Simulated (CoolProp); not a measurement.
Normal hydrogen along the isotherm -239.55 °C: Z from the reference equation and from simpler models built on Tc = -240.0 °C, pc = 1.296 MPa, ω = -0.219; each cubic takes its own stable root.

Model: reference Helmholtz-energy equation of state, Leachman 2009, in CoolProp.

| p (MPa) | phase | reference |
|---|---|---|
| 0.122 | gas | 0.9699 |
| 0.243 | gas | 0.9387 |
| 0.365 | gas | 0.9055 |
| 0.486 | gas | 0.8707 |
| 0.608 | gas | 0.8332 |
| 0.729 | gas | 0.7931 |
| 0.851 | gas | 0.7486 |
| 0.972 | gas | 0.6990 |
| 1.09 | gas | 0.6423 |
| 1.22 | gas | 0.5617 |
| 1.34 | supercritical | 0.4334 |
| 1.46 | supercritical | 0.2547 |
| 1.58 | supercritical | 0.2515 |
| 1.7 | supercritical | 0.2583 |
| 1.82 | supercritical | 0.2678 |
| 1.94 | supercritical | 0.2785 |

### Question
How far does each simpler model (Redlich-Kwong, Soave-Redlich-Kwong, Peng-Robinson) lie from the reference over these 16 states: mean and median of the absolute difference, and the worst?

### Answer
- Redlich-Kwong: mean 4.0 %, median 0.8 %, worst +15.9 % at -239.55 °C and 1.46 MPa
- Soave-Redlich-Kwong: mean 3.1 %, median 1.3 %, worst +10.6 % at -239.55 °C and 1.46 MPa
- Peng-Robinson: mean 3.2 %, median 3.1 %, worst -6.8 % at -239.55 °C and 1.34 MPa
